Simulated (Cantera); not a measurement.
Input: 1 mol CuO, 0.37 mol CH4, 0.013 mol CO, equilibrated at 1052 °C and 0.100 bar.

Equilibrium computed with Cantera from the NASA thermochemical tables; the gas is ideal and each condensed phase is pure. Candidate condensed phases: C, C6H6, C7H8, C8H18, Cu, CuO, Cu(OH)2, Cu2O, H2O; 113 gas species. Kinetics and transport are ignored.

Base state: H2O 0.404, H2 0.255, CO 0.184, CO2 0.157 (mole fractions); condensed: Cu(s).

### Question
What changes in the equilibrium state with this change: CuO replaced by SiO2?

### Answer
```
species               before     after
-------------------  -------  --------
H2                     0.255     0.982
CO                     0.184    0.0173
CH4                  3.64e-9  0.000647
H2O                    0.404   1.22e-5
CO2                    0.157   1.15e-7
Cu(s), mol             1.000         0
C(graphite), mol           0     0.370
SiO2(β-quartz), mol        0     1.000
```
The tables hold silica as quartz up to 1696 K and as liquid above; real silica turns to tridymite and cristobalite and melts near 1996 K. Further candidate phases: Si, SiC, SiO2.
